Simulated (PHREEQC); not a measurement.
Solution A (0.012 mol CdSO4, 0.002 mol NaCl and 0.0015 mol NiCl2 per kg of water) is mixed with solution B (0.014 mol/kgw CuCl2, 0.0047 mol/kgw HCl and 0.25 mol/kgw KCl) at 25 °C; shares are by mass of water, 1 kg in all. Oxygen is held at 0.21 atm. No CO2 enters from the air. Solids allowed: Cu(OH)2, Brochantite, Antlerite, Atacamite, Cd(OH)2, CdOHCl, Ni(OH)2, Ni4(OH)6SO4, Halite, Mirabilite, Chalcanthite, Morenosite. Others were left out.

All values are PHREEQC results (ion-association model, wateq4f.dat), not measurements.

| share of solution B | pH | Ni+2 (mol/kgw) | SO4-2 (mol/kgw) | Cd+2 (mol/kgw) |
|---|---|---|---|---|
| 0 | 6.13 | 0.00110 | 0.00731 | 0.00681 |
| 0.1 | 3.53 | 0.00103 | 0.00751 | 0.00405 |
| 0.2 | 3.21 | 0.000949 | 0.00682 | 0.00267 |
| 0.3 | 3.02 | 0.000850 | 0.00589 | 0.00184 |
| 0.4 | 2.88 | 0.000738 | 0.00492 | 0.00129 |
| 0.5 | 2.78 | 0.000617 | 0.00399 | 0.000906 |
| 0.6 | 2.69 | 0.000492 | 0.00310 | 0.000621 |
| 0.7 | 2.61 | 0.000366 | 0.00226 | 0.000404 |
| 0.8 | 2.55 | 0.000241 | 0.00147 | 0.000236 |
| 0.9 | 2.49 | 0.000119 | 0.000717 | 0.000105 |
| 1 | 2.43 | 0 | 0 | 0 |
